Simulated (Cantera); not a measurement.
What does this Cantera script print?

```python
import numpy as np
import cantera as ct

surf = ct.Interface("ptcombust.yaml", "Pt_surf")
gas = surf.adjacent["gas"]
gas.TPX = 300, 5500, {'H2': 0.032, 'O2': 0.13, 'N2': 0.79}
jet = ct.ImpingingJet(gas=gas, width=0.026, surface=surf)
jet.inlet.mdot, jet.inlet.T, jet.inlet.X = 0.023, 300, {'H2': 0.032, 'O2': 0.13, 'N2': 0.79}
jet.set_refine_criteria(ratio=10, slope=0.2, curve=0.3)
show, cover = ['H2', 'O2', 'H2O', 'OH'], ["PT(S)", "H(S)", "O(S)", "OH(S)", "CO(S)", "C(S)"]

rows = []
print(f"{'Ts/K':>7s}" + "".join(f"{s:>11s}" for s in show + cover) + "   (gas at the wall, coverages)")
for i, Ts in enumerate([700, 750, 800, 850, 900]):
    jet.surface.T = Ts
    if i == 0:
        surf.TP = Ts, 5500
        surf.coverages = "PT(S):0.5, O(S):0.5"
        surf.advance_coverages(1.0)
        jet.set_initial_guess(products="inlet")
    jet.solve(loglevel=0, auto=(i == 0))
    rows.append([*(jet.X[gas.species_index(s), -1] for s in show), *surf[cover].coverages])
    print(f"{Ts:7g}" + "".join(f"{x:11.3e}" for x in rows[-1]))
```

Result:

```
   Ts/K         H2         O2        H2O         OH      PT(S)       H(S)       O(S)      OH(S)      CO(S)       C(S)   (gas at the wall, coverages)
    700  3.861e-03  1.057e-01  5.598e-02  1.820e-10  7.178e-02  4.291e-09  9.254e-01  2.832e-03 -6.721e-27 -4.710e-30
    750  3.358e-03  1.052e-01  5.663e-02  1.137e-09  8.760e-02  8.765e-09  9.101e-01  2.264e-03  1.618e-18  1.316e-25
    800  2.596e-03  1.045e-01  5.779e-02  5.196e-09  1.213e-01  2.136e-08  8.767e-01  1.983e-03  5.541e-17  2.985e-25
    850  1.949e-03  1.039e-01  5.874e-02  1.914e-08  1.713e-01  5.274e-08  8.269e-01  1.790e-03  6.208e-21  3.710e-29
    900  1.513e-03  1.036e-01  5.932e-02  6.030e-08  2.317e-01  1.188e-07  7.667e-01  1.606e-03 -6.743e-21  1.054e-25
```

Cantera simulation using Deutschmann's 1995 Pt surface mechanism with GRI-Mech 3.0 gas chemistry; the numbers are that mechanism's predictions, not measurements. Catalytic surfaces can have several steady states; this one follows from the mechanism file's or the stated starting coverage.
